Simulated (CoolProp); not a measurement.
Saturation properties of sulfur hexafluoride (Tc = 318.7 K, pc = 37.55 bar, ω = 0.210).

Values from CoolProp's reference Helmholtz-energy equation of state, Guder 2009.

```
T (K)  p (bar)  enthalpy of vaporisation (kJ/kg)  liquid cp (kJ/(kg K))  vapour Z  liquid viscosity (µPa s)
-----  -------  --------------------------------  ---------------------  --------  ------------------------
238.4    4.152                             104.0                 0.8847    0.8940                       328
243.1    4.915                             101.8                 0.9010    0.8806                       305
247.8    5.779                             99.37                 0.9180    0.8663                       283
252.5    6.751                             96.87                 0.9362    0.8508                       262
257.2    7.839                             94.23                 0.9557    0.8342                       242
261.9    9.053                             91.44                 0.9770    0.8163                       224
266.6    10.40                             88.48                  1.001    0.7971                       207
271.3    11.89                             85.32                  1.027    0.7765                       191
```

Viscosity comes from a separate model (Quiñones-Cisneros 2012).
